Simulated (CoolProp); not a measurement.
Computed with CoolProp (reference Helmholtz-energy equation of state, Lemmon 2006). It is a short technical equation, of lower accuracy than the large ones.

### Question
Give the vapour pressure (kPa), liquid density (kg/m³), enthalpy of vaporisation (kJ/kg), vapour Z of saturated C3F8 (R218) at 247.8 K.

### Answer
```csv
T (K),p (kPa),liquid density (kg/m³),enthalpy of vaporisation (kJ/kg),vapour Z
247.8,165,1570,101,0.926
```
